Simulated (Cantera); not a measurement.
Feed: 1 mol Si, 8.4 mol Br2, 0.24 mol H2, equilibrated at 650 °C and 133 Pa.

These are equilibrium values from Cantera (NASA tables, ideal gas, pure condensed phases), not measurements of a reactor. Candidate condensed phases: Br2, Si; 19 gas species. The numbers say what is thermodynamically allowed, not how fast it happens.

Base state: Br2 0.760, SiBr4 0.128, HBr 0.0612, Br 0.0513 (mole fractions); condensed: gas only.

Task: What changes in the equilibrium state with this change: pressure from 133 Pa to 1000 Pa?

Result: 
| species | before | after |
|---|---|---|
| Br2 | 0.760 | 0.789 |
| SiBr4 | 0.128 | 0.130 |
| HBr | 0.0612 | 0.0622 |
| Br | 0.0513 | 0.0191 |

Task: What changes in the equilibrium state with this change: temperature from 650 °C to 777 °C?

Result: 
```
species  before   after
-------  ------  ------
Br2       0.760   0.612
Br       0.0513   0.215
SiBr4     0.128   0.117
HBr      0.0612  0.0561
```
